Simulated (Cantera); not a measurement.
Feed: 1 mol PbO, 2.7 mol H₂, held at 1350 K and 19.0 Pa.

Equilibrium computed with Cantera from the NASA thermochemical tables; the gas is ideal and each condensed phase is pure. Candidate condensed phases: H₂O, Pb, PbO, PbO₂, Pb₃O₄; 12 gas species. Kinetics and transport are ignored.

Base state: H₂ 0.459, H₂O 0.270, Pb 0.270, H 0.000117, PbO 2.02e-5 (mole fractions); condensed: gas only.

### Question
What changes in the equilibrium state with this change: PbO replaced by Hg?

### Answer
```json
[
 {"species": "H₂", "before": "0.459", "after": "0.730"},
 {"species": "Hg", "before": "0", "after": "0.270"},
 {"species": "H", "before": "0.000117", "after": "0.000148"},
 {"species": "H₂O", "before": "0.270", "after": "0"},
 {"species": "Pb", "before": "0.270", "after": "0"},
 {"species": "PbO", "before": "2.02e-5", "after": "0"}
]
```
Further candidate phases: Hg.
